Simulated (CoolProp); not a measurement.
Vapour-liquid equilibrium of p-xylene (1) + n-decane (2) at 50.55 °C; x and y are mole fractions of (1).

The numbers come from the multi-fluid Helmholtz-energy mixture model, Zhou 2012 and Lemmon 2006; pair parameters Bell 2016 in CoolProp.

Q: Give the bubble pressure and the first vapour's composition at x = 0.35, 0.65, 0.95. Is there an azeotrope?

A: x = 0.35: 2.294 kPa, y = 0.736; x = 0.65: 3.308 kPa, y = 0.895; x = 0.95: 4.292 kPa, y = 0.987. No azeotrope shows between x = 0.05 and 0.95.

The pair parameters rest on a limited set of measurements; away from them the model extrapolates.
